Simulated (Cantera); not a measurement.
A closed system holds: 1 mol Al2O3, 0.038 mol HI, 0.5 mol H2, at 1175 °C and 6.90 bar.

Cantera equilibrium calculation (NASA polynomials, part measured and part estimated; ideal gas, pure solids and liquids). Candidate condensed phases: Al, AlI3, Al2O3, H2O, I2; 25 gas species. Rates play no part.

Base state: H2 0.930, HI 0.0638, I 0.00595, I2 0.000252, H2O 9.39e-5, AlI3 6.21e-5 (mole fractions); condensed: Al2O3(s).

Task: What changes in the equilibrium state with this change: H2 from 0.5 to 0.062 mol?

Result: 
```csv
species,before,after
H2,0.930,0.636
HI,0.0638,0.318
I,0.00595,0.0359
AlI3,6.21e-5,0.000429
I2,0.000252,0.00916
H2O,9.39e-5,0.000643
"Al2O3(s), mol",1.000,1.000
```

Task: What changes in the equilibrium state with this change: HI from 0.038 to 0.051 mol?

Result: 
```
species          before     after
-------------  --------  --------
H2                0.930     0.908
HI               0.0638    0.0832
I               0.00595   0.00786
AlI3            6.21e-5   8.56e-5
I2             0.000252  0.000440
H2O             9.39e-5  0.000129
Al2O3(s), mol     1.000     1.000
```

Task: What changes in the equilibrium state with this change: temperature from 1175 °C to 575 °C?

Result: 
```json
[
 {"species": "H2", "before": "0.930", "after": "0.930"},
 {"species": "HI", "before": "0.0638", "after": "0.0703"},
 {"species": "I2", "before": "0.000252", "after": "0.000138"},
 {"species": "I", "before": "0.00595", "after": "4.74e-5"},
 {"species": "AlI3", "before": "6.21e-5", "after": "7.49e-7"},
 {"species": "H2O", "before": "9.39e-5", "after": "1.12e-6"},
 {"species": "Al2O3(s), mol", "before": "1.000", "after": "1.00"}
]
```
